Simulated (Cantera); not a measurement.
A freely propagating, adiabatic, planar premixed flame of CH4 : H2 : O2 : N2 = 1 : 0.94 : 3.58 : 13.5 (molar parts), equivalence ratio 0.69, unburnt at 400 K and 190000 Pa; mixture-averaged transport, grid criteria slope 0.08 and curve 0.16, no radiation.

Computed with Cantera and GRI-Mech 3.0 (53 species, 325 reactions). Burning velocities carry a grid error of a few per cent, more on coarse grids.

x: mole fraction of selected species; z is measured from the peak of heat release.

```json
[
 {"z (mm)": "-0.853", "T (K)": "400", "u (m/s)": "0.385", "x CH4": "0.0527", "x H2": "0.0478", "x O2": "0.189", "x C2H4": "<1e-8", "x HCO": "<1e-8", "x NO2": "<1e-8"},
 {"z (mm)": "-0.569", "T (K)": "404", "u (m/s)": "0.387", "x CH4": "0.0527", "x H2": "0.0446", "x O2": "0.189", "x C2H4": "6.72e-8", "x HCO": "<1e-8", "x NO2": "<1e-8"},
 {"z (mm)": "-0.427", "T (K)": "415", "u (m/s)": "0.397", "x CH4": "0.0525", "x H2": "0.0406", "x O2": "0.189", "x C2H4": "4.81e-7", "x HCO": "<1e-8", "x NO2": "<1e-8"},
 {"z (mm)": "-0.284", "T (K)": "485", "u (m/s)": "0.462", "x CH4": "0.0499", "x H2": "0.0331", "x O2": "0.186", "x C2H4": "4.97e-6", "x HCO": "<1e-8", "x NO2": "5.39e-8"},
 {"z (mm)": "-0.142", "T (K)": "833", "u (m/s)": "0.792", "x CH4": "0.0354", "x H2": "0.0215", "x O2": "0.160", "x C2H4": "4.77e-5", "x HCO": "6.93e-8", "x NO2": "1.40e-7"},
 {"z (mm)": "-0.0711", "T (K)": "1181", "u (m/s)": "1.12", "x CH4": "0.0198", "x H2": "0.0155", "x O2": "0.129", "x C2H4": "9.08e-5", "x HCO": "2.45e-6", "x NO2": "3.69e-8"},
 {"z (mm)": "0", "T (K)": "1520", "u (m/s)": "1.45", "x CH4": "0.00472", "x H2": "0.00945", "x O2": "0.0934", "x C2H4": "5.03e-5", "x HCO": "1.29e-5", "x NO2": "<1e-8"},
 {"z (mm)": "0.0711", "T (K)": "1679", "u (m/s)": "1.60", "x CH4": "0.000311", "x H2": "0.00473", "x O2": "0.0737", "x C2H4": "2.01e-6", "x HCO": "3.44e-6", "x NO2": "<1e-8"},
 {"z (mm)": "0.142", "T (K)": "1748", "u (m/s)": "1.66", "x CH4": "___", "x H2": "___", "x O2": "0.0674", "x C2H4": "___", "x HCO": "___", "x NO2": "<1e-8"},
 {"z (mm)": "0.284", "T (K)": "1822", "u (m/s)": "1.72", "x CH4": "2.62e-8", "x H2": "0.00188", "x O2": "0.0635", "x C2H4": "<1e-8", "x HCO": "<1e-8", "x NO2": "<1e-8"},
 {"z (mm)": "0.569", "T (K)": "1880", "u (m/s)": "1.77", "x CH4": "<1e-8", "x H2": "0.000930", "x O2": "0.0617", "x C2H4": "<1e-8", "x HCO": "<1e-8", "x NO2": "<1e-8"},
 {"z (mm)": "1.14", "T (K)": "1909", "u (m/s)": "1.80", "x CH4": "<1e-8", "x H2": "___", "x O2": "0.0611", "x C2H4": "<1e-8", "x HCO": "<1e-8", "x NO2": "1.29e-8"},
 {"z (mm)": "2.28", "T (K)": "1920", "u (m/s)": "1.80", "x CH4": "<1e-8", "x H2": "0.000118", "x O2": "0.0611", "x C2H4": "<1e-8", "x HCO": "<1e-8", "x NO2": "1.27e-8"}
]
```

Task: Some entries are withheld; supply them.

Result: 
- 0.142, x CH4: 1.27e-5
- 0.142, x H2: 0.00296
- 0.142, x C2H4: 2.92e-8
- 0.142, x HCO: 1.97e-7
- 1.14, x H2: 0.000328
